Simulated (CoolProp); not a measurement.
Toluene along the isobar 0.223 MPa: fugacity coefficient from the reference equation and from simpler models built on Tc = 591.7 K, pc = 4.126 MPa, ω = 0.266; each cubic takes its own stable root.

Model: reference Helmholtz-energy equation of state, Lemmon 2006, in CoolProp. It is a short technical equation, of lower accuracy than the large ones.

| T (K) | phase | reference | van der Waals | Redlich-Kwong | Soave-Redlich-Kwong |
|---|---|---|---|---|---|
| 356.9 | liquid | 0.1951 | 0.9485 | 0.3906 | 0.1927 |
| 364 | liquid | 0.2453 | 0.9507 | 0.4753 | 0.2430 |
| 371.2 | liquid | 0.3060 | 0.9529 | 0.5742 | 0.3040 |
| 378.4 | liquid | 0.3777 | 0.9548 | 0.6869 | 0.3764 |
| 385.6 | liquid | 0.4615 | 0.9567 | 0.8144 | 0.4613 |
| 392.7 | liquid | 0.5572 | 0.9584 | 0.9429 | 0.5586 |
| 399.9 | liquid | 0.6686 | 0.9601 | 0.9456 | 0.6722 |
| 407.1 | liquid | 0.7956 | 0.9617 | 0.9481 | 0.8020 |
| 421.4 | gas | 0.9384 | 0.9646 | 0.9528 | 0.9477 |
| 428.6 | gas | 0.9419 | 0.9659 | 0.9549 | 0.9502 |
| 435.8 | gas | 0.9451 | 0.9672 | 0.9569 | 0.9526 |
| 443 | gas | 0.9481 | 0.9684 | 0.9588 | 0.9548 |
| 450.1 | gas | 0.9509 | 0.9695 | 0.9605 | 0.9568 |
| 457.3 | gas | 0.9535 | 0.9706 | 0.9622 | 0.9588 |
| 464.5 | gas | 0.9559 | 0.9716 | 0.9638 | 0.9607 |

At some of these states van der Waals, Redlich-Kwong gives the other phase, because its saturation line lies elsewhere.
